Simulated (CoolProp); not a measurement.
Vapour-liquid equilibrium of toluene (1) + n-octane (2) at 2.14 bar; x and y are mole fractions of (1).

Computed with CoolProp (multi-fluid Helmholtz-energy mixture model, Lemmon 2006 and Beckmüller 2019; pair parameters Bell 2016).

```
x     bubble temperature (K)  y at the bubble point  dew temperature at overall composition x (K)  liquid density (mol/L)
----  ----------------------  ---------------------  --------------------------------------------  ----------------------
0.05                   426.5                  0.080                                         427.1                   5.204
0.2                    422.5                  0.286                                         424.2                   5.546
0.35                   419.3                  0.451                                         421.3                   5.920
0.5                    416.9                  0.589                                         418.4                   6.334
0.65                   415.0                  0.712                                         415.9                   6.796
0.8                    413.5                  0.831                                         413.9                   7.318
0.95                   412.6                  0.955                                         412.6                   7.912
```

No azeotrope shows between x = 0.05 and 0.95.

The pair parameters rest on a limited set of measurements; away from them the model extrapolates.
